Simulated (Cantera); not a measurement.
An isothermal, constant-pressure homogeneous reactor starts with 97.4 % NH3, 2.63 % N2, at 1948 K and 0.0320 bar.

Computed with Cantera and the gas-phase N/H chemistry of the illustrative SiF4/NH3 mechanism in the Surface Chemkin manual (1991). Walls and surfaces, which speed up NH3 decomposition in real reactors, are not modelled.

x: mole fraction; the columns are a selection and need not sum to one.

```json
[
 {"t (s)": "0.000300", "x NH3": "0.974", "x H": "2.91e-7", "x NH2": "0.000110", "x H2": "5.53e-5", "x NH": "7.37e-8"},
 {"t (s)": "0.000705", "x NH3": "0.973", "x H": "3.20e-7", "x NH2": "0.000257", "x H2": "0.000134", "x NH": "4.86e-7"},
 {"t (s)": "0.00166", "x NH3": "0.973", "x H": "5.02e-7", "x NH2": "0.000587", "x H2": "0.000372", "x NH": "2.19e-6"},
 {"t (s)": "0.00389", "x NH3": "0.971", "x H": "?", "x NH2": "?", "x H2": "?", "x NH": "?"},
 {"t (s)": "0.00915", "x NH3": "0.965", "x H": "3.91e-6", "x NH2": "0.00134", "x H2": "0.00581", "x NH": "8.09e-6"},
 {"t (s)": "0.0215", "x NH3": "0.951", "x H": "9.14e-6", "x NH2": "0.00131", "x H2": "0.0168", "x NH": "8.98e-6"},
 {"t (s)": "0.0505", "x NH3": "0.918", "x H": "2.07e-5", "x NH2": "0.00123", "x H2": "0.0417", "x NH": "1.03e-5"},
 {"t (s)": "0.119", "x NH3": "0.846", "x H": "4.56e-5", "x NH2": "0.00112", "x H2": "0.0962", "x NH": "1.19e-5"},
 {"t (s)": "0.279", "x NH3": "0.705", "x H": "9.77e-5", "x NH2": "0.000959", "x H2": "0.203", "x NH": "1.29e-5"},
 {"t (s)": "0.656", "x NH3": "0.482", "x H": "0.000199", "x NH2": "0.000730", "x H2": "0.373", "x NH": "1.25e-5"},
 {"t (s)": "1.54", "x NH3": "0.231", "x H": "0.000378", "x NH2": "0.000441", "x H2": "0.564", "x NH": "1.02e-5"},
 {"t (s)": "3.62", "x NH3": "0.0614", "x H": "0.000700", "x NH2": "0.000177", "x H2": "0.693", "x NH": "6.40e-6"},
 {"t (s)": "8.51", "x NH3": "?", "x H": "?", "x NH2": "?", "x H2": "0.735", "x NH": "?"},
 {"t (s)": "20.0", "x NH3": "2.27e-5", "x H": "0.00544", "x NH2": "4.79e-7", "x H2": "0.735", "x NH": "1.29e-7"}
]
```

**Question.** What belongs in the gaps?

**Answer.** 
- 0.00389, x H: 1.42e-6
- 0.00389, x NH2: 0.00112
- 0.00389, x H2: 0.00147
- 0.00389, x NH: 5.90e-6
- 8.51, x NH3: 0.00398
- 8.51, x H: 0.00190
- 8.51, x NH2: 2.94e-5
- 8.51, x NH: 2.76e-6
